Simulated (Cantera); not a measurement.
## Sublimation and decomposition of ceramics: TiC + H2

A closed system holds: 1 mol TiC, 0.093 mol H2, held at 2375 K and 0.290 bar.

Method: chemical equilibrium by Gibbs-energy minimisation in Cantera with the NASA 1993 tables (ideal gas, pure condensed phases). Candidate condensed phases: C, C6H6, C7H8, C8H18, Ti, TiC; 77 gas species. TiC: taken at fixed stoichiometry. The numbers say what is thermodynamically allowed, not how fast it happens.

x(H2): 0.974
x(H): 0.0258
x(Ti): 2.67e-5
x(C2H2 (acetylene)): 1.16e-5
x(CH4): 2.24e-6
x(CH3): 1.10e-6
n(TiC(s)): 1.000 mol
gas amount: 0.09422 mol
log10 activity of C(graphite) (absent): -1.36
log10 activity of Ti(l) (absent): -1.90
